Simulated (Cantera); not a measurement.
A freely propagating, adiabatic, planar premixed flame of H2 : O2 : N2 = 1 : 0.562 : 2.11 (molar parts), equivalence ratio 0.89, unburnt at 300 K and 101000 Pa; mixture-averaged transport, grid criteria slope 0.08 and curve 0.16, no radiation.

Cantera simulation using the H2/O2 subset of GRI-Mech 3.0, which has no nitrogen chemistry; the numbers are that mechanism's predictions, not measurements. Burning velocities carry a grid error of a few per cent, more on coarse grids.

**Question.** How do the results move with these cheaper or finer settings: unity-Lewis-number transport; multicomponent transport; multicomponent+Soret transport; grid criteria slope 0.5, curve 1; grid criteria slope 0.25, curve 0.5; grid criteria slope 0.03, curve 0.06?

**Answer.** 
| setting | laminar burning velocity | thermal thickness | peak x(OH) | peak x(H) | grid points |
|---|---|---|---|---|---|
| as above | 200 cm/s | 0.335 mm | 0.0140 | 0.0321 | 114 |
| unity-Lewis-number transport | 153 cm/s | 0.292 mm | 0.0145 | 0.0426 | 107 |
| multicomponent transport | 197 cm/s | 0.330 mm | 0.0140 | 0.0320 | 114 |
| multicomponent+Soret transport | 177 cm/s | 0.325 mm | 0.0137 | 0.0291 | 114 |
| grid criteria slope 0.5, curve 1 | 238 cm/s | 0.451 mm | 0.0144 | 0.0354 | 33 |
| grid criteria slope 0.25, curve 0.5 | 204 cm/s | 0.358 mm | 0.0139 | 0.0325 | 52 |
| grid criteria slope 0.03, curve 0.06 | 199 cm/s | 0.330 mm | 0.0140 | 0.0321 | 247 |
Unity Lewis numbers drop preferential diffusion, which matters most where H2 and H carry the flame; Soret adds thermal diffusion.
